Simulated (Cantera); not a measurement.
Feed: 1 mol SiH₂Cl₂, 0.25 mol C₂H₄, 130 mol H₂, held at 1598.15 K and 133 Pa.

Equilibrium computed with Cantera from the NASA thermochemical tables; the gas is ideal and each condensed phase is pure. Candidate condensed phases: C, C₆H₆, C₇H₈, C₈H₁₈, Si, SiC; 109 gas species. Mutual solubility and eutectic melting of coexisting phases are not modelled. The tables' values for SiCl are old estimates; treat these amounts as uncertain. Kinetics and transport are ignored.

Base state: H₂ 0.984, HCl 0.0137, H 0.00145, SiCl₂ 0.000660, Si 7.04e-5, Cl 1.60e-5, SiCl 1.18e-5 (mole fractions); condensed: Si(s) + SiC(s).

What changes in the equilibrium state with this change: pressure from 133 Pa to 66000 Pa?


```json
[
 {"species": "H₂", "before": "0.984", "after": "0.986"},
 {"species": "HCl", "before": "0.0137", "after": "0.0137"},
 {"species": "SiCl₂", "before": "0.000660", "after": "0.000657"},
 {"species": "H", "before": "0.00145", "after": "6.51e-5"},
 {"species": "Si", "before": "7.04e-5", "after": "1.42e-7"},
 {"species": "CH₄", "before": "2.22e-8", "after": "1.10e-5"},
 {"species": "SiCl", "before": "1.18e-5", "after": "5.31e-7"},
 {"species": "Cl", "before": "1.60e-5", "after": "7.17e-7"},
 {"species": "SiCl₃", "before": "4.60e-7", "after": "1.02e-5"},
 {"species": "Si(s), mol", "before": "0.400", "after": "0.410"},
 {"species": "SiC(s), mol", "before": "0.500", "after": "0.499"}
]
```
The tables' values for SiCl₃ are old estimates; treat these amounts as uncertain.

What changes in the equilibrium state with this change: temperature from 1598.15 K to 2048 K?


```csv
species,before,after
H₂,0.984,0.921
H,0.00145,0.0589
HCl,0.0137,0.0138
Si,7.04e-5,0.00465
C₂H₂ (acetylene),2.90e-9,0.000610
SiC₂,<1e-9,0.000151
"Si(s), mol",0.400,0
"SiC(s), mol",0.500,0.269
```
Gases not in the tables: Si₂H₆ and higher silanes.
